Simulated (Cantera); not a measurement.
Hydrocarbon pyrolysis for carbon deposition

An isothermal, constant-pressure homogeneous reactor starts with C₂H₆ : N₂ = 1 : 120 (molar parts), at 2000 K and 10.00 Torr.

Model: GRI-Mech 3.0 (53 species, 325 reactions), integrated in Cantera. GRI-Mech 3.0 stops at C3 and has no aromatics, soot or wall deposition, so with more carbon than oxygen in the feed, carbon stays in small species such as C2H2 where larger ones or solid carbon would form. Radical loss at walls, strong at low pressure, is not modelled.

| t (s) | x C₂H₆ | x C₂H₄ | x C₂H | x CH₄ | x CH₂ | x H₂ |
|---|---|---|---|---|---|---|
| 0.000200 | 0.000839 | 0.00140 | 3.93e-7 | 0.000268 | 0.000115 | 0.00118 |
| 0.000586 | 6.75e-6 | 0.00210 | 1.66e-5 | 0.000680 | 0.000112 | 0.00709 |
| 0.00172 | 2.64e-7 | 0.000537 | 1.32e-5 | 0.000686 | 4.58e-5 | 0.0128 |
| 0.00503 | 2.79e-8 | 5.01e-5 | 8.36e-6 | 0.000389 | 1.69e-5 | 0.0148 |
| 0.0147 | 4.47e-9 | 6.74e-6 | 6.26e-6 | 0.000191 | 6.47e-6 | 0.0155 |
| 0.0432 | 6.68e-10 | 1.00e-6 | 5.48e-6 | 8.06e-5 | 2.43e-6 | 0.0158 |
| 0.126 | 6.07e-11 | 1.04e-7 | 5.38e-6 | 2.43e-5 | 7.56e-7 | 0.0159 |
| 0.371 | 1.21e-12 | 1.52e-8 | 5.75e-6 | 3.21e-6 | 1.18e-7 | 0.0159 |
| 1.09 | <1e-12 | 1.29e-8 | 6.84e-6 | 2.75e-7 | 1.51e-8 | 0.0159 |
| 3.18 | <1e-12 | 1.22e-8 | 9.63e-6 | 4.77e-8 | 5.14e-9 | 0.0157 |
| 9.32 | <1e-12 | 1.13e-8 | 1.45e-5 | 8.68e-9 | 2.12e-9 | 0.0155 |
| 27.3 | <1e-12 | 1.09e-8 | 1.69e-5 | 6.33e-9 | 2.10e-9 | 0.0154 |
| 80.0 | <1e-12 | 1.09e-8 | 1.70e-5 | 6.36e-9 | 2.12e-9 | 0.0154 |
x: mole fraction; the columns are a selection and need not sum to one.

Equilibrium at this temperature and pressure: C₂H₆ <1e-12, C₂H₄ 6.96e-10, C₂H 1.08e-6, CH₄ 8.72e-9, CH₂ 2.91e-9, H₂ 0.0154 (gas phase only).
